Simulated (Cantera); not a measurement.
A closed system holds: 1 mol SiO₂, 5.5 mol C, 12 mol H₂, equilibrated at 2500 K and 1.00 bar.

Equilibrium computed with Cantera from the NASA thermochemical tables; the gas is ideal and each condensed phase is pure. Candidate condensed phases: C, C₆H₆, C₇H₈, C₈H₁₈, H₂O, Si, SiC, SiO₂; 123 gas species. Gases not in the tables: Si₂H₆ and higher silanes. Equilibrium is a limit: real reactors are often held back by kinetics, nucleation or transport.

Q: What is the equilibrium state?

A: 
| Quantity | Result |
|---|---|
| x(H₂) | 0.825 |
| x(CO) | 0.138 |
| x(H) | 0.0228 |
| x(C₂H₂ (acetylene)) | 0.00892 |
| x(SiO) | 0.00322 |
| x(Si) | 0.00114 |
| x(SiC₂) | 0.000295 |
| x(SiH) | 0.000273 |
| x(SiH₂) | 0.000202 |
| n(C(graphite)) | 2.35 mol |
| n(SiC(s)) | 0.922 mol |
| gas amount | 14.18 mol |
| log10 activity of Si(l) (absent) | -0.62 |
